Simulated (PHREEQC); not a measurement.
Make-up at 20 °C: 0.011 mol KOH, 3.7e-05 mol Na2SiO3 and 0.0071 mol Na2CO3 per kg of water. Closed to the air; pH follows from the charge balance.

The numbers come from PHREEQC with the ion-association model, wateq4f.dat.

Precipitation was switched off in this run.

### Question
Order these Si species by the share of Si that they hold, largest first: H2SiO4-2, H3SiO4-, H4SiO4.

### Answer
H3SiO4- (90 %), H2SiO4-2 (9.6 %), H4SiO4 (0.44 %)

### Question
Order these C species by the share of C that they hold, largest first: CO3-2, HCO3-, NaCO3-.

### Answer
CO3-2 (90 %), NaCO3- (9.4 %), HCO3- (0.97 %)

The pH is 12.14 and the ionic strength 0.0310 mol/kgw.
